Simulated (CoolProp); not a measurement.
Saturation properties of R1224YDZ.

Model: reference Helmholtz-energy equation of state, Akasaka 2023, in CoolProp.

```csv
T (K),p (bar),vapour density (kg/m³),liquid cp (kJ/(kg K))
209.6,0.01161,0.09928,1.023
221.7,0.02989,0.2421,1.033
233.8,0.06835,0.5270,1.046
245.9,0.1416,1.044,1.061
258,0.2702,1.911,1.078
270.1,0.4806,3.279,1.097
282.2,0.8056,5.325,1.118
294.2,1.279,8.233,1.141
306.3,1.952,12.30,1.167
318.4,2.869,17.80,1.195
330.5,4.082,25.10,1.226
342.6,5.647,34.67,1.262
```

It boils at 288.0 K under 1 atm.
